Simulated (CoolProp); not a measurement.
A single-stage vapour-compression cycle with the fluid: evaporating at 271.15 K (dew point), condensing at 302.15 K (bubble point), superheat 5 K, subcooling 2 K, compressor efficiency 0.6, no pressure losses. The same conditions are run with several fluids, on thermodynamics alone (safety and materials aside).

Values from CoolProp's reference Helmholtz-energy equation of state of each fluid (vinyl chloride: Thol 2022; R123: Younglove 1994; R407C: Lemmon 2003; R134a: Tillner-Roth 1994; cis-2-butene: Lemmon 2005; R404A: Lemmon 2003). Blends and air are pseudo-pure fits.

```json
[
 {"fluid": "vinyl chloride", "cooling COP": "4.76", "pressure ratio": "2.76", "discharge temperature (K)": "351.6", "refrigerating effect (kJ/kg)": "306", "volumetric capacity (kJ/m³)": "1390"},
 {"fluid": "R123", "cooling COP": "4.80", "pressure ratio": "3.55", "discharge temperature (K)": "326.2", "refrigerating effect (kJ/kg)": "156", "volumetric capacity (kJ/m³)": "315"},
 {"fluid": "R407C", "cooling COP": "3.70", "pressure ratio": "3.08", "discharge temperature (K)": "340.5", "refrigerating effect (kJ/kg)": "173", "volumetric capacity (kJ/m³)": "3100"},
 {"fluid": "R134a", "cooling COP": "4.58", "pressure ratio": "2.75", "discharge temperature (K)": "325.1", "refrigerating effect (kJ/kg)": "164", "volumetric capacity (kJ/m³)": "2160"},
 {"fluid": "cis-2-butene", "cooling COP": "4.79", "pressure ratio": "2.99", "discharge temperature (K)": "330.7", "refrigerating effect (kJ/kg)": "363", "volumetric capacity (kJ/m³)": "743"},
 {"fluid": "R404A", "cooling COP": "4.24", "pressure ratio": "2.47", "discharge temperature (K)": "321.4", "refrigerating effect (kJ/kg)": "130", "volumetric capacity (kJ/m³)": "3610"}
]
```
